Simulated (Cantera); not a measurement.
An isothermal, constant-pressure homogeneous reactor starts with H₂ : O₂ = 0.33 : 1 (molar parts), equivalence ratio 0.17, at 950 K and 0.0133 bar.

Computed with Cantera and the H2/O2 subset of GRI-Mech 3.0, which has no nitrogen chemistry. Radical loss at walls, strong at low pressure, is not modelled. The temperature is held fixed by assumption; the heat of reaction is taken as removed at once.

One state of this run: x H₂ = 0.000315; x O₂ = 0.716; x HO₂ = 7.52e-6; x O = 0.000303; x H = 4.94e-5; x H₂O₂ = 4.76e-7. x: mole fraction; the columns are a selection and need not sum to one.

Problem. Which value of t (s) does it belong to?
A) 0.000100
B) 0.0437
C) 3.36
D) 1.41

Solution. B, 0.0437
